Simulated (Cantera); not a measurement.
An isothermal, constant-pressure homogeneous reactor starts with 40.0 % CH4, 60.0 % N2, at 1425 K and 160000 Pa.

Model: GRI-Mech 3.0 (53 species, 325 reactions), integrated in Cantera. GRI-Mech 3.0 stops at C3 and has no aromatics, soot or wall deposition, so with more carbon than oxygen in the feed, carbon stays in small species such as C2H2 where larger ones or solid carbon would form.

One state of this run: x CH4 = 0.178; x C2H6 = 0.000143; x C2H = 6.32e-10; x H = 1.90e-6; x C2H4 = 0.0154. x: mole fraction; the columns are a selection and need not sum to one.

Task: Which value of t (s) does it belong to?
(A) 0.00247
(B) 1.06
(C) 0.386
(D) 2.91

Result: D, 2.91
